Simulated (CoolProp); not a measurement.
Saturated liquid density (kg/m³) of n-heptane: the reference equation beside estimates from Tc = 541.2 K, pc = 2.774 MPa, ω = 0.349. Rackett uses Z = 0.29056 − 0.08775 ω.

Computed with CoolProp (reference Helmholtz-energy equation of state, Span 2003). It is a short technical equation, of lower accuracy than the large ones.

| T (K) | reference | Rackett | van der Waals | Redlich-Kwong | Soave-Redlich-Kwong | Peng-Robinson |
|---|---|---|---|---|---|---|
| 283.5 | 691.8 | 706.7 | 399.5 | 592.2 | 612.7 | 689.3 |
| 288.8 | 687.4 | 702.2 | 397.2 | 588.4 | 609.4 | 685.9 |
| 294.1 | 682.9 | 697.6 | 394.8 | 584.5 | 606.1 | 682.4 |
| 299.4 | 678.4 | 693.0 | 392.5 | 580.5 | 602.7 | 678.7 |
| 304.7 | 673.9 | 688.3 | 390.1 | 576.4 | 599.2 | 675.0 |
| 310 | 669.4 | 683.6 | 387.7 | 572.3 | 595.6 | 671.2 |
| 315.3 | 664.9 | 678.8 | 385.2 | 568.1 | 592.0 | 667.3 |
| 320.6 | 660.3 | 674.0 | 382.7 | 563.8 | 588.2 | 663.3 |
| 325.9 | 655.7 | 669.2 | 380.2 | 559.5 | 584.4 | 659.2 |
| 331.2 | 651.0 | 664.3 | 377.6 | 555.1 | 580.4 | 655.0 |
| 336.5 | 646.4 | 659.3 | 375.0 | 550.5 | 576.4 | 650.6 |
| 341.8 | 641.6 | 654.3 | 372.3 | 545.9 | 572.3 | 646.2 |
| 347.1 | 636.9 | 649.3 | 369.7 | 541.2 | 568.0 | 641.6 |

Absolute difference from the reference over all 13 rows, mean and median: Rackett 2.1 and 2.1 %, van der Waals 42.1 and 42.1 %, Redlich-Kwong 14.6 and 14.6 %, Soave-Redlich-Kwong 11.0 and 11.0 %, Peng-Robinson 0.4 and 0.4 %.
